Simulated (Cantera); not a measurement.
# Thermodynamics of boron, boron nitride and boron oxide, feed borazine + O2 + H2 + NH3

Input: 1 mol borazine, 3.3 mol O2, 7.8 mol H2, 0.84 mol NH3, equilibrated at 0.120 Torr.

Equilibrium computed with Cantera from the NASA thermochemical tables; the gas is ideal and each condensed phase is pure. Candidate condensed phases: B, BN, B2O3, B3O3H3, H2O; 39 gas species. The feed counts by its element totals alone. The numbers say what is thermodynamically allowed, not how fast it happens.

| T (K) | log p H2 | log p HBO2 | log p H | log p N2 | log p H2O | log p B2O3 | log p BO | n B2O3(l) |
|---|---|---|---|---|---|---|---|---|
| 1375 | -3.98 | -4.63 | -7.46 | -4.69 | -4.98 | -5.88 | -9.24 | 0.265 |
| 1475 | -3.99 | -4.59 | -6.88 | -4.70 | -5.05 | -5.59 | -8.32 | 0 |
| 1575 | -3.99 | -4.61 | -6.38 | -4.70 | -5.03 | -5.53 | -7.65 | 0 |
| 1675 | -3.99 | -4.62 | -5.93 | -4.70 | -5.00 | -5.49 | -7.08 | 0 |
| 1775 | -4.00 | -4.64 | -5.54 | -4.71 | -4.98 | -5.45 | -6.57 | 0 |
| 1875 | -4.02 | -4.67 | -5.19 | -4.71 | -4.96 | -5.45 | -6.14 | 0 |
| 1975 | -4.04 | -4.70 | -4.89 | -4.72 | -4.93 | -5.47 | -5.77 | 0 |
| 2075 | -4.10 | -4.76 | -4.62 | -4.74 | -4.91 | -5.53 | -5.48 | 0 |
log p: log10 of the partial pressure in bar; n: condensed amount in mol.

At 1375 K the condensed part is B2O3(l). From 1475 K to 2075 K nothing is condensed. The main B-bearing gas is HBO2 throughout.
